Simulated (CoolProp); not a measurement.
Computed with CoolProp (reference Helmholtz-energy equation of state, Lemmon 2006). It is a short technical equation, of lower accuracy than the large ones.

Task: For C2F6 (R116), give the phase and the cv (kJ/(kg K)), viscosity (µPa s), conductivity (mW/(m K)) at 303.3 K and 952 kPa; 303.3 K and 5710 kPa.

Result: 
- 303.3 K and 952 kPa: gas; cv 0.734, viscosity 14.5, conductivity 15.6
- 303.3 K and 5710 kPa: supercritical; cv 0.790, viscosity 76.1, conductivity 39.6

Viscosity comes from a separate model (Huber 2003), an estimate that may be off by 10 % or more. Thermal conductivity comes from a separate model (Huber 2003), an estimate that may be off by 10 % or more.
